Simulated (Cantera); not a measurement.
A perfectly stirred reactor is fed with CH4 : CO2 : H2 = 1 : 1.1 : 0.8 (molar parts), at 18800 Torr; it is held at 1775 K, and followed from long to short residence time.

Detailed kinetics in Cantera: GRI-Mech 3.0 (53 species, 325 reactions). The pressure lies above the range GRI-Mech 3.0 was tuned for (to about 10 atm).

Question: What does this change do: CO2 1.1 to 2.9 parts?

Answer: 
```csv
quantity,before,after
x(CH4) at τ = 3.80 s,0.0294,0.00297
x(CO2) at τ = 3.80 s,0.0104,0.104
x(H2) at τ = 3.80 s,0.499,0.230
x(C2H6) at τ = 3.80 s,1.45e-5,2.78e-7
x(H) at τ = 3.80 s,4.12e-5,2.77e-5
x(CH4) at τ = 35.0 ms,0.0841,0.0312
x(CO2) at τ = 35.0 ms,0.0529,0.179
x(H2) at τ = 35.0 ms,0.334,0.151
x(C2H6) at τ = 35.0 ms,0.000154,3.72e-5
x(H) at τ = 35.0 ms,3.31e-5,2.19e-5
```

Question: What does this change do: CH4 1 to 5.1 parts?

Answer: 
```
quantity                  before     after
----------------------  --------  --------
x(CH4) at τ = 3.80 s      0.0294     0.176
x(CO2) at τ = 3.80 s      0.0104  0.000223
x(H2) at τ = 3.80 s        0.499     0.528
x(C2H6) at τ = 3.80 s    1.45e-5  0.000495
x(H) at τ = 3.80 s       4.12e-5   4.23e-5
x(CH4) at τ = 35.0 ms     0.0841     0.191
x(CO2) at τ = 35.0 ms     0.0529   0.00866
x(H2) at τ = 35.0 ms       0.334     0.469
x(C2H6) at τ = 35.0 ms  0.000154  0.000605
x(H) at τ = 35.0 ms      3.31e-5   3.94e-5
```
GRI-Mech 3.0 stops at C3 and has no aromatics, soot or wall deposition, so with more carbon than oxygen in the feed, carbon stays in small species such as C2H2 where larger ones or solid carbon would form.

Question: What does this change do: pressure from 18800 Torr to 3750 Torr?

Answer: 
| quantity | before | after |
|---|---|---|
| x(CH4) at τ = 3.80 s | 0.0294 | 0.0151 |
| x(CO2) at τ = 3.80 s | 0.0104 | 0.0106 |
| x(H2) at τ = 3.80 s | 0.499 | 0.511 |
| x(C2H6) at τ = 3.80 s | 1.45e-5 | 3.40e-6 |
| x(H) at τ = 3.80 s | 4.12e-5 | 9.29e-5 |
| x(CH4) at τ = 35.0 ms | 0.0841 | 0.0612 |
| x(CO2) at τ = 35.0 ms | 0.0529 | 0.0626 |
| x(H2) at τ = 35.0 ms | 0.334 | 0.349 |
| x(C2H6) at τ = 35.0 ms | 0.000154 | 5.53e-5 |
| x(H) at τ = 35.0 ms | 3.31e-5 | 7.29e-5 |
